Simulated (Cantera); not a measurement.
A closed system holds: 1 mol CHF₃, 16 mol H₂, at 1523.15 K and 64000 Pa.

Method: chemical equilibrium by Gibbs-energy minimisation in Cantera with the NASA 1993 tables (ideal gas, pure condensed phases). Candidate condensed phases: C, C₆H₆, C₇H₈, C₈H₁₈; 95 gas species. Equilibrium is a limit: real reactors are often held back by kinetics, nucleation or transport.

Problem. What is the equilibrium state?

Solution. 
| Item | Result |
|---|---|
| x(H₂) | 0.832 |
| x(HF) | 0.167 |
| x(CH₄) | 0.00102 |
| x(H) | 2.64e-5 |
| x(C₂H₂ (acetylene)) | 9.85e-6 |
| x(C₂H₄) | 1.19e-6 |
| n(C(graphite)) | 0.981 mol |
| gas amount | 17.98 mol |
